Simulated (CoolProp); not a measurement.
Dimethyl carbonate along the isotherm 255.45 °C: Z from the reference equation and from simpler models built on Tc = 283.9 °C, pc = 4909 kPa, ω = 0.346; each cubic takes its own stable root.

Model: reference Helmholtz-energy equation of state, Zhou 2011, in CoolProp.

```csv
p (kPa),phase,reference,van der Waals,Redlich-Kwong,Soave-Redlich-Kwong,Peng-Robinson
491,gas,0.9580,0.9653,0.9593,0.9580,0.9539
982,gas,0.9131,0.9283,0.9160,0.9131,0.9052
1470,gas,0.8646,0.8886,0.8698,0.8650,0.8533
1960,gas,0.8105,0.8450,0.8192,0.8119,0.7965
2450,gas,0.7485,0.7964,0.7627,0.7518,0.7330
2950,gas,0.6709,0.7390,0.6954,0.6787,0.6564
3440,liquid,0.1078,0.6697,0.6112,0.1364,0.1209
3930,liquid,0.1217,0.5672,0.1623,0.1515,0.1345
4420,liquid,0.1354,0.2303,0.1764,0.1665,0.1480
4910,liquid,0.1489,0.2468,0.1907,0.1814,0.1614
5400,liquid,0.1624,0.2642,0.2051,0.1962,0.1746
5890,liquid,0.1757,0.2820,0.2195,0.2108,0.1876
6380,liquid,0.1889,0.2999,0.2338,0.2252,0.2006
6870,liquid,0.2021,0.3179,0.2480,0.2396,0.2134
7360,liquid,0.2151,0.3359,0.2621,0.2538,0.2261
```

At some of these states van der Waals, Redlich-Kwong gives the other phase, because its saturation line lies elsewhere.
